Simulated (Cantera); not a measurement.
## Equilibrium for silicon carbide growth: Si(CH3)4 + C3H8 + H2 + C2H2

Input: 1 mol Si(CH3)4, 0.017 mol C3H8, 1700 mol H2, 0.52 mol C2H2, equilibrated at 1.33 mbar.

Method: chemical equilibrium by Gibbs-energy minimisation in Cantera with the NASA 1993 tables (ideal gas, pure condensed phases). Candidate condensed phases: C, C6H6, C7H8, C8H18, Si, SiC; 87 gas species. Rates play no part.

From 1200 K to 1800 K the condensed part is C(graphite) + SiC(s). From 1950 K to 2100 K the condensed part is C(graphite). From 2250 K to 2400 K nothing is condensed.

```tsv
T (K)	log p H2	log p H	log p C2H2 (acetylene)	log p Si	log p C2H	log p SiC2	log p CH4	n C(graphite)	n SiC(s)
1200	-2.88	-8.14	-9.86	-14.63	<-14	<-14	-7.55	4.05	1.00
1350	-2.88	-7.06	-8.78	-12.12	<-14	<-14	-7.99	4.07	1.000
1500	-2.88	-6.19	-7.92	-10.12	-13.96	-12.87	-8.34	4.05	1.000
1650	-2.88	-5.48	-7.22	-8.48	-12.18	-10.73	-8.63	3.94	0.995
1800	-2.88	-4.89	-6.64	-7.12	-10.70	-8.95	-8.87	3.60	0.893
1950	-2.89	-4.39	-6.15	-6.15	-9.45	-7.64	-9.09	3.18	0
2100	-2.91	-3.96	-5.75	-6.16	-8.39	-7.35	-9.31	0.236	0
2250	-2.96	-3.61	-5.76	-6.18	-7.81	-7.43	-9.71	0	0
2400	-3.06	-3.33	-5.82	-6.22	-7.32	-7.53	-10.18	0	0
```
log p: log10 of the partial pressure in bar; n: condensed amount in mol.
